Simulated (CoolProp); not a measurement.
Computed with CoolProp (reference Helmholtz-energy equation of state, Thol 2015).

Question: For 1,2-dichloroethane, give the phase and the density (kg/m³), cp (kJ/(kg K)), isothermal compressibility (1/MPa), fugacity coefficient at 440.2 K and 72.1 bar; 491.2 K and 72.1 bar.

Answer: 
- 440.2 K and 72.1 bar: liquid; density 1030, cp 1.47, isothermal compressibility 0.00288, fugacity coefficient 0.116
- 491.2 K and 72.1 bar: liquid; density 924, cp 1.58, isothermal compressibility 0.00580, fugacity coefficient 0.248
